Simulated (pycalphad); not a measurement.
# Effect of B content in Ti-Hf-B

Computed with pycalphad from the COST 507 light-alloy database (1999), at 1 atm. The data set is of 1999 and partly superseded. Amounts are mole fractions of atoms.

```
alloy                    liquidus (°C)  first solid  solidus (°C)      phases at 817 °C
-----------------------  -------------  -----------  ------------  --------------------
Ti-5.25Hf-2.78B (at.%)            1603       BCC_A2          1542  HCP_A3 0.95, BM 0.05
Ti-5.25Hf-4.18B (at.%)            1580       BCC_A2          1542  HCP_A3 0.92, BM 0.08
Ti-5.25Hf-5.57B (at.%)            1559       BCC_A2          1542  HCP_A3 0.89, BM 0.11
Ti-5.25Hf-8.35B (at.%)            1571           BM          1542  HCP_A3 0.84, BM 0.16
Ti-5.25Hf-11.14B (at.%)           1613           BM          1542  HCP_A3 0.78, BM 0.22
Ti-5.25Hf-16.71B (at.%)           1684           BM          1542  HCP_A3 0.67, BM 0.33
```

Database names, with the compositions (at.%) that they take in these runs: BM: Ti 49 B 50 Hf 0. BCC_A2 is bcc; HCP_A3 is hcp.
